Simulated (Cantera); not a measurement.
Gas mixture: C₃H₈ = 0.76 (molar parts), at 1330 Pa, frozen composition.

Cantera's kinetic-theory transport with the Lennard-Jones parameters of GRI-Mech 3.0, ideal gas; thermal conductivity in the multicomponent form. The composition is frozen, though it would react at the higher temperatures.

D: mixture-averaged diffusion coefficient of that species in the mixture.

```json
[
 {"T (K)": "400", "ρ (kg/m³)": "0.0177", "cp (J/kg/K)": "…", "μ (µPa s)": "10.9", "λ (mW/m/K)": "30.6", "Pr": "0.758", "D (cm²/s) NO": "14.4", "D (cm²/s) CH₃": "16.4", "D (cm²/s) C₂H₂": "11.9"},
 {"T (K)": "550", "ρ (kg/m³)": "0.0129", "cp (J/kg/K)": "…", "μ (µPa s)": "14.4", "λ (mW/m/K)": "51.9", "Pr": "0.759", "D (cm²/s) NO": "25.4", "D (cm²/s) CH₃": "29.2", "D (cm²/s) C₂H₂": "21.4"},
 {"T (K)": "700", "ρ (kg/m³)": "0.0101", "cp (J/kg/K)": "…", "μ (µPa s)": "17.5", "λ (mW/m/K)": "74.8", "Pr": "0.759", "D (cm²/s) NO": "38.5", "D (cm²/s) CH₃": "44.6", "D (cm²/s) C₂H₂": "32.9"},
 {"T (K)": "850", "ρ (kg/m³)": "0.00832", "cp (J/kg/K)": "…", "μ (µPa s)": "20.3", "λ (mW/m/K)": "97.6", "Pr": "0.758", "D (cm²/s) NO": "53.7", "D (cm²/s) CH₃": "62.4", "D (cm²/s) C₂H₂": "46.3"},
 {"T (K)": "1000", "ρ (kg/m³)": "0.00707", "cp (J/kg/K)": "3960", "μ (µPa s)": "23.0", "λ (mW/m/K)": "120", "Pr": "0.756", "D (cm²/s) NO": "70.7", "D (cm²/s) CH₃": "82.5", "D (cm²/s) C₂H₂": "61.3"},
 {"T (K)": "1150", "ρ (kg/m³)": "0.00615", "cp (J/kg/K)": "4195", "μ (µPa s)": "25.4", "λ (mW/m/K)": "141", "Pr": "0.755", "D (cm²/s) NO": "89.5", "D (cm²/s) CH₃": "105", "D (cm²/s) C₂H₂": "77.9"},
 {"T (K)": "1300", "ρ (kg/m³)": "0.00544", "cp (J/kg/K)": "4401", "μ (µPa s)": "27.7", "λ (mW/m/K)": "162", "Pr": "0.754", "D (cm²/s) NO": "110", "D (cm²/s) CH₃": "129", "D (cm²/s) C₂H₂": "96.1"},
 {"T (K)": "1450", "ρ (kg/m³)": "0.00488", "cp (J/kg/K)": "4580", "μ (µPa s)": "29.8", "λ (mW/m/K)": "182", "Pr": "0.752", "D (cm²/s) NO": "132", "D (cm²/s) CH₃": "155", "D (cm²/s) C₂H₂": "116"},
 {"T (K)": "1600", "ρ (kg/m³)": "0.00442", "cp (J/kg/K)": "4734", "μ (µPa s)": "31.9", "λ (mW/m/K)": "201", "Pr": "0.751", "D (cm²/s) NO": "156", "D (cm²/s) CH₃": "182", "D (cm²/s) C₂H₂": "136"}
]
```

Task: Complete the blanks.

Result: 
- 400, cp (J/kg/K): 2134
- 550, cp (J/kg/K): 2739
- 700, cp (J/kg/K): 3237
- 850, cp (J/kg/K): 3634
